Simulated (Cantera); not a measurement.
**Equilibrium for abatement and gas-phase synthesis: HF + SO₂ + H₂**

Feed: 1 mol HF, a varied amount of SO₂, 1.2 mol H₂, held at 1575 K and 0.100 bar.

Method: chemical equilibrium by Gibbs-energy minimisation in Cantera with the NASA 1993 tables (ideal gas, pure condensed phases). Candidate condensed phases: H₂O, H₂SO₄, S; 43 gas species. The numbers say what is thermodynamically allowed, not how fast it happens.

```tsv
n(SO₂) (mol)	x HF	x H₂	x H₂O	x SO₂	x S₂	x H₂S	x SO	x SH
0.093	0.451	0.429	0.0838	3.52e-5	0.00641	0.0279	4.08e-5	0.00113
0.2	0.443	0.316	0.176	0.000547	0.0233	0.0392	0.000222	0.00185
0.3	0.433	0.227	0.253	0.00296	0.0428	0.0382	0.000601	0.00212
0.41	0.419	0.154	0.318	0.0123	0.0621	0.0311	0.00134	0.00210
0.51	0.406	0.112	0.350	0.0306	0.0731	0.0245	0.00221	0.00194
0.62	0.390	0.0852	0.362	0.0585	0.0785	0.0194	0.00311	0.00176
0.72	0.376	0.0706	0.364	0.0865	0.0801	0.0162	0.00380	0.00162
0.83	0.362	0.0599	0.360	0.117	0.0800	0.0138	0.00443	0.00149
0.93	0.349	0.0529	0.354	0.145	0.0792	0.0121	0.00490	0.00139
```
x: gas mole fraction; nothing condenses.

From 0.093 mol SO₂ to 0.93 mol SO₂ nothing is condensed.
